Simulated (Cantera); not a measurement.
Input (Python, Cantera):

```python
import numpy as np
import cantera as ct

gas = ct.Solution("gri30.yaml")


def delay(T, t_max=10):
    gas.TPX = T, 101325, {'CH3OH': 1, 'O2': 0.682, 'N2': 3.75}
    reactor = ct.IdealGasReactor(gas, clone=False)
    net = ct.ReactorNet([reactor])
    net.rtol, net.atol = 1e-8, 1e-16
    while net.time < t_max:
        t_old, T_old = net.time, reactor.T
        net.step()
        if reactor.T > T + 400:  # ignition: a rise of 400 K
            return t_old + (T + 400 - T_old) / (reactor.T - T_old) * (net.time - t_old)
    return np.nan


taus = []
for T in [1323, 1423, 1523, 1623, 1723, 1823, 1923, 2023, 2123]:
    taus.append(delay(T))
    print(f"T0 = {T:6g} K   tau = {taus[-1]:.4e} s")
```

Output:

```
T0 =   1323 K   tau = 1.3265e-03 s
T0 =   1423 K   tau = 3.8921e-04 s
T0 =   1523 K   tau = 1.3964e-04 s
T0 =   1623 K   tau = 5.9127e-05 s
T0 =   1723 K   tau = 2.8560e-05 s
T0 =   1823 K   tau = 1.5317e-05 s
T0 =   1923 K   tau = 8.9546e-06 s
T0 =   2023 K   tau = 5.6378e-06 s
T0 =   2123 K   tau = 3.7887e-06 s
```

Model: GRI-Mech 3.0 (53 species, 325 reactions), integrated in Cantera. GRI-Mech 3.0 was tuned for natural gas; its chemistry of methanol as a main component is partial and can be far from experiment.
